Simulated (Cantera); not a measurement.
Cantera run:

```python
import numpy as np
import cantera as ct

gas_names = """
    H HNO HNO2 HNO3 HO2 H2 H2O H2O2 N NH NH2 NH3 NH2OH NO NO2 NO3 N2 N2H2 N2H4 N2O O OH O2 O3 Si SiH
    SiH2 SiH3 SiH4 SiN SiO SiO2 Si2 Si2N Si3
""".split()
cond_names = """
    H2O(s) H2O(L) Si(cr) Si(L) SiO2(Lqz) SiO2(hqz) SiO2(L) Si2N2O(s) Si3N4(a)
""".split()


# ... load() reads the species with a 1 bar reference pressure and builds the phases ...
atoms = {
    'Si3N4': {'Si': 3, 'N': 4},
    'H2O': {'H': 2, 'O': 1},
    'H2': {'H': 2},
}
top_T = {'Si2N2O(s)': 2100, 'Si3N4(a)': 2400}  # K; cautious upper limits of use, not melting points


# ... equilibrate(T, P, feed) seeds the gas with the atoms and calls Mixture.equilibrate('TP', solver="vcs", rtol=1e-11, max_steps=5000) ...
results = []
feed = {'Si3N4': 1, 'H2O': 6.5, 'H2': 96}  # mol
T = 1573.15  # K
for P in [1, 10, 100, 1000, 10000, 100000]:
    mix = equilibrate(T, P, feed)
    results.append((T, P, feed, dict(zip(mix.species_names, mix.species_moles))))

top = {s: max(r[3][s] / sum(r[3][g] for g in gas_names) for r in results) for s in gas_names}
cols = sorted((s for s in top if top[s] > 0.001), key=lambda s: -top[s])[:7]
seen = [c for c in cond_names if any(r[3].get(c, 0) > 1e-12 for r in results)]
print("log10 of partial pressures in bar; condensed amounts in mol")
print(f"{'P/Pa':>10s}" + "".join(f"{s[:9]:>10s}" for s in cols + seen))
for T, P, feed, n in results:
    ng = sum(n[g] for g in gas_names)
    print(f"{P:10.4g}" + "".join(f"{np.log10(max(n[s] / ng * P / 1e5, 1e-99)):10.3f}" for s in cols)
          + "".join(f"{n.get(c, 0):10.4g}" for c in seen))
```

It prints:

```
log10 of partial pressures in bar; condensed amounts in mol
      P/Pa        H2       H2O       SiO        N2         H SiO2(hqz)
         1    -5.041    -6.490    -6.557    -6.733    -6.911         0
        10    -4.020    -5.864    -6.048    -5.723    -6.400     2.054
       100    -3.013    -5.177    -5.727    -4.719    -5.896     2.803
      1000    -2.011    -4.298    -5.604    -3.718    -5.396     2.974
     1e+04    -1.011    -3.318    -5.584    -2.718    -4.895     2.997
     1e+05    -0.011    -2.320    -5.582    -1.718    -4.395         3
```

Equilibrium computed with Cantera from the NASA thermochemical tables; the gas is ideal and each condensed phase is pure. The tables hold silica as quartz up to 1696 K and as liquid above; real silica turns to tridymite and cristobalite and melts near 1996 K.
